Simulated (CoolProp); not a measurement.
The numbers come from the reference Helmholtz-energy equation of state, Wu 2012 in CoolProp.

Question: For fluoroethane (R161), give the phase and the cv (kJ/(kg K)) at 78.45 °C and 0.195 MPa; -102.35 °C and 5 MPa.

Answer: 
- 78.45 °C and 0.195 MPa: gas; cv 1.24
- -102.35 °C and 5 MPa: liquid; cv 1.43
